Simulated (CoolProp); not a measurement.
Computed with CoolProp (reference Helmholtz-energy equation of state, Lemmon 2006). It is a short technical equation, of lower accuracy than the large ones.

Problem. For C2F6 (R116), give the phase and the cv (kJ/(kg K)), speed of sound (m/s), isothermal compressibility (1/MPa), expansivity (1/kK) at -83.25 °C and 4570 kPa; -83.25 °C and 10700 kPa; -83.25 °C and 15200 kPa.

Solution. 
- -83.25 °C and 4570 kPa: liquid; cv 0.624, speed of sound 608, isothermal compressibility 0.00241, expansivity 2.48
- -83.25 °C and 10700 kPa: liquid; cv 0.627, speed of sound 641, isothermal compressibility 0.00211, expansivity 2.27
- -83.25 °C and 15200 kPa: liquid; cv 0.629, speed of sound 663, isothermal compressibility 0.00193, expansivity 2.15
